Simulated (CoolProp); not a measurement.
Saturation properties of hydrogen chloride.

Computed with CoolProp (reference Helmholtz-energy equation of state, Thol 2018).

```
T (K)  p (bar)  vapour density (kg/m³)  enthalpy of vaporisation (kJ/kg)  liquid cp (kJ/(kg K))
-----  -------  ----------------------  --------------------------------  ---------------------
174.4        …                   1.107                             457.9                  1.657
183.4   0.7668                       …                             448.8                      …
192.5    1.287                   3.039                             439.1                      …
201.6    2.054                   4.690                             428.8                  1.671
210.6    3.121                   6.936                             417.9                  1.685
219.7    4.591                   9.972                                 …                  1.704
228.7    6.511                       …                                 …                  1.729
237.8    9.012                   19.02                             379.7                  1.762
```

Q: Some entries are withheld; supply them.

A: 
- 174.4, p (bar): 0.4329
- 183.4, vapour density (kg/m³): 1.879
- 183.4, liquid cp (kJ/(kg K)): 1.658
- 192.5, liquid cp (kJ/(kg K)): 1.662
- 219.7, enthalpy of vaporisation (kJ/kg): 406.1
- 228.7, vapour density (kg/m³): 13.90
- 228.7, enthalpy of vaporisation (kJ/kg): 393.5

It boils at 188.2 K under 1 atm.
